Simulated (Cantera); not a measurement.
An isothermal, constant-pressure homogeneous reactor starts with C2H6 : N2 = 1 : 1.5 (molar parts), at 1750 K and 975 Torr. Integrator tolerance rtol = 1e-08.

Model: GRI-Mech 3.0 (53 species, 325 reactions), integrated in Cantera. GRI-Mech 3.0 stops at C3 and has no aromatics, soot or wall deposition, so with more carbon than oxygen in the feed, carbon stays in small species such as C2H2 where larger ones or solid carbon would form.

Problem. What does this change do: pressure from 975 Torr to 82.5 Torr?

Solution. 
| quantity | before | after |
|---|---|---|
| x(C2H6) at 20.0 s | 3.73e-6 (gas-phase equilibrium 2.72e-6) | 2.95e-8 (gas-phase equilibrium 2.13e-8) |
| x(CH2) at 20.0 s | 3.07e-8 (gas-phase equilibrium 2.61e-8) | 3.17e-8 (gas-phase equilibrium 2.69e-8) |
| x(C2H) at 20.0 s | 4.76e-7 (gas-phase equilibrium 3.41e-7) | 1.65e-6 (gas-phase equilibrium 1.19e-6) |
| x(H) at 20.0 s | 0.000134 (gas-phase equilibrium 0.000135) | 0.000470 (gas-phase equilibrium 0.000470) |
| x(C2H4) at 20.0 s | 0.00396 (gas-phase equilibrium 0.00287) | 0.000357 (gas-phase equilibrium 0.000258) |
